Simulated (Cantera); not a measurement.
A freely propagating, adiabatic, planar premixed flame of CH₄ : C₂H₆ : C₃H₈ : O₂ : N₂ = 1 : 0.079 : 0.72 : 7.17 : 26.9 (molar parts), equivalence ratio 0.82, unburnt at 550 K and 7500 Torr; mixture-averaged transport, grid criteria slope 0.08 and curve 0.16, no radiation.

Model: GRI-Mech 3.0 (53 species, 325 reactions), integrated in Cantera. GRI-Mech 3.0 was tuned for natural gas; its chemistry of propane as a main component is partial and can be far from experiment. Burning velocities carry a grid error of a few per cent, more on coarse grids.

Task: How do the results move with these cheaper or finer settings: unity-Lewis-number transport; multicomponent transport; multicomponent+Soret transport; grid criteria slope 0.5, curve 1; grid criteria slope 0.25, curve 0.5; grid criteria slope 0.03, curve 0.06?

Result: 
```
setting                               laminar burning velocity  thermal thickness  peak x(C₂H)  grid points  grid points
------------------------------------  ------------------------  -----------------  -----------  -----------  -----------
as above                                             48.8 cm/s          0.0591 mm      4.99e-7          139          139
unity-Lewis-number transport                         44.5 cm/s          0.0590 mm      6.05e-7          136          136
multicomponent transport                             49.3 cm/s          0.0597 mm      5.05e-7          139          139
multicomponent+Soret transport                       48.9 cm/s          0.0598 mm      4.99e-7          139          139
grid criteria slope 0.5, curve 1                     54.4 cm/s          0.0648 mm      4.60e-7           35           35
grid criteria slope 0.25, curve 0.5                  50.6 cm/s          0.0616 mm      4.67e-7           56           56
grid criteria slope 0.03, curve 0.06                 47.7 cm/s          0.0588 mm      4.86e-7          341          341
```
The base run took very roughly 17 core-seconds.
Unity Lewis numbers drop preferential diffusion, which matters most where H2 and H carry the flame; Soret adds thermal diffusion.
